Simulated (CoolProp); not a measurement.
Ammonia at 298.15 K and 1.84 MPa is throttled through a valve to 0.944 MPa with no heat exchange. Each further row changes one setting.

The numbers come from the reference Helmholtz-energy equation of state, Gao 2020 in CoolProp.

| case | temperature change (K) | final phase | final density (kg/m³) |
|---|---|---|---|
| as stated | -1.9 | two-phase, vapour fraction 0.008 | 363 |
| outlet pressure 0.283 MPa | -35.7 | two-phase, vapour fraction 0.128 | 17.7 |
| outlet pressure 1.23 MPa | +0.1 | liquid | 603 |
